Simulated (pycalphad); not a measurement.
## Effect of Al content in Mg-Si-Al

CALPHAD calculation (pycalphad, COST 507 light-alloy database (1999)), 1 atm. The data set is of 1999 and partly superseded. Phase fractions are per mole of atoms. Kinetics are ignored, which matters at the lower temperatures.

Task: One of these alloys has its liquidus at 898 K, its solidus at 859 K, and holds HCP_A3 0.94, MG2SI 0.03, ALMG_GAMMA 0.02 at 425 K. Which?
(A) Mg-1.16Si-2.64Al (at.%)
(B) Mg-1.16Si-0.33Al (at.%)
(C) Mg-1.16Si-1.32Al (at.%)

Result: A, Mg-1.16Si-2.64Al (at.%). The others: Mg-1.16Si-0.33Al (at.%), liquidus 911, solidus 906; Mg-1.16Si-1.32Al (at.%), liquidus 906, solidus 886

Database names, with the compositions (at.%) that they take in these runs: MG2SI: Mg 67 Si 33; ALMG_GAMMA: Mg 59 Al 41. HCP_A3 is hcp.
